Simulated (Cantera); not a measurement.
An isothermal, constant-pressure homogeneous reactor starts with 10.6 % H2, 5.59 % O2, 83.8 % N2, at 1400 K and 100.0 Torr.

Model: GRI-Mech 3.0 (53 species, 325 reactions), integrated in Cantera. The temperature is held fixed by assumption; the heat of reaction is taken as removed at once.

One state of this run: x H2 = 4.60e-5; x O2 = 0.00294; x H = 1.60e-6; x NO = 2.71e-5; x N2O = 2.77e-8; x H2O = 0.112; x HO2 = 2.10e-8. x: mole fraction; the columns are a selection and need not sum to one.

### Question
Which value of t (s) does it belong to?
A. 3.09
B. 0.000837
C. 0.956
D. 10.0

### Answer
C, 0.956
